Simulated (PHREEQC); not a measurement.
A made-up water analysis in mg/kgw, 25 °C, pH 1.95, pe 8.8: Na 111; K 13.1; Ca 70.4; Mg 17.9; Cl 78; S(6) as SO4 1450; Ni 1.04; Li 0.212; B 0.0115; Zn 3.2.

Valence states are taken as typed.

Model: ion-association model, wateq4f.dat, run in PHREEQC.

Each row changes one thing in this solution. No solid was allowed to form.

```tsv
case	ionic strength (mol/kgw)	SO4-2 (mol/kgw)	HSO4- (mol/kgw)	Ca+2 (mol/kgw)	CaSO4 (mol/kgw)	Mg+2 (mol/kgw)	SI of Gypsum (CaSO4:2H2O)	SI of Epsomite (MgSO4:7H2O)
as made	0.0333	0.00848	0.00564	0.00118	0.000534	0.000478	-0.99	-3.82
all concentrations times 3 at the same typed pH	0.0859	0.0264	0.0144	0.00278	0.00229	0.00110	-0.35	-3.18
Mg from 17.9 to 35.8 mg/kgw	0.0340	0.00835	0.00553	0.00119	0.000525	0.000964	-1.00	-3.52
```
